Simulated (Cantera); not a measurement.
Input: 1 mol HI, 0.1 mol H₂, 0.1 mol O₂, 2.2 mol H₂O, at 2600 K and 0.130 bar.

These are equilibrium values from Cantera (NASA tables, ideal gas, pure condensed phases), not measurements of a reactor. Candidate condensed phases: H₂O, I₂; 12 gas species. Kinetics and transport are ignored.

### Question
What is the equilibrium state?

### Answer
```json
{
  "x(H₂O)": "0.530",
  "x(I)": "0.243",
  "x(H₂)": "0.127",
  "x(H)": "0.0380",
  "x(OH)": "0.0366",
  "x(O₂)": "0.0120",
  "x(O)": "0.00707",
  "x(HI)": "0.00569",
  "x(I₂)": "2.52e-5",
  "gas_amount": "4.015 mol",
  "log10 activity of I₂(l) (absent)": "-7.46"
}
```
